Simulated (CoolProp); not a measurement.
Vapour-liquid equilibrium of n-butane (1) + R245fa (2) at 1430 kPa; x and y are mole fractions of (1).

Computed with CoolProp (multi-fluid Helmholtz-energy mixture model, Bücker 2006 and Akasaka 2015; pair parameters Bell 2016).

```csv
x,bubble temperature (K),y at the bubble point,dew temperature at overall composition x (K),liquid density (mol/L)
0.05,374.1,0.114,376.7,8.034
0.2,364.6,0.342,370.5,8.081
0.35,360.1,0.468,364.3,8.035
0.5,358.3,0.551,359.3,7.993
0.65,358.1,0.625,358.3,8.012
0.8,359.7,0.722,362.1,8.092
0.95,365.8,0.900,367.8,8.154
```

y crosses x between x = 0.5 and 0.65: the model has an azeotrope there.

Pair parameters are fitted to limited data, so mixtures are less certain than the pure fluids.
